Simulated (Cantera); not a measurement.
Charge: 1 mol Si, 0.58 mol Cl2, 3.1 mol H2, at 100000 Pa.

Method: chemical equilibrium by Gibbs-energy minimisation in Cantera with the NASA 1993 tables (ideal gas, pure condensed phases). Candidate condensed phases: Si; 19 gas species. The tables' values for SiCl3 are old estimates; treat these amounts as uncertain. Kinetics and transport are ignored. All values below are at 1148 K.

Base state: H2 0.882, SiCl4 0.0504, SiHCl3 0.0313, HCl 0.0285, SiCl3 0.00303, SiH2Cl2 0.00244, SiCl2 0.00202, SiH3Cl 5.12e-5 (mole fractions); condensed: Si(s).

Question: What changes in the equilibrium state with this change: pressure from 100000 Pa to 30000 Pa?

Answer: 
```
species      before    after
----------  -------  -------
H2            0.882    0.876
SiCl4        0.0504   0.0520
HCl          0.0285   0.0386
SiHCl3       0.0313   0.0236
SiH3Cl      5.12e-5  2.07e-5
SiCl2       0.00202  0.00374
SiH2Cl2     0.00244  0.00135
SiCl3       0.00303  0.00419
Si(s), mol    0.697    0.710
```
